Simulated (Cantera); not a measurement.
**Transport properties of process gases**

Gas mixture: 28.1 % CO2, 71.9 % NO, at 0.420 Torr, frozen composition.

Cantera's kinetic-theory transport with the Lennard-Jones parameters of GRI-Mech 3.0, ideal gas; thermal conductivity in the multicomponent form. The composition is frozen, though it would react at the higher temperatures.

```
T (K)  ρ (kg/m³)  cp (J/kg/K)  μ (µPa s)  λ (mW/m/K)     Pr  D (cm²/s) NO  D (cm²/s) OH  D (cm²/s) H
-----  ---------  -----------  ---------  ----------  -----  ------------  ------------  -----------
400     0.000572        976.4       22.0        30.3  0.709           472           876         3470
650     0.000352         1072       31.5        47.2  0.715          1110          2010         8090
900     0.000254         1147       39.5        63.1  0.717          1930          3470        14100
1150    0.000199         1195       46.6        77.6  0.718          2920          5230        21300
1400    0.000163         1229       53.1        90.8  0.718          4060          7250        29500
1650    0.000139         1254       59.1         103  0.718          5330          9520        38800
1900    0.000120         1272       64.8         115  0.718          6750         12000        49100
2150    0.000106         1285       70.2         126  0.717          8280         14800        60300
```
D: mixture-averaged diffusion coefficient of that species in the mixture.
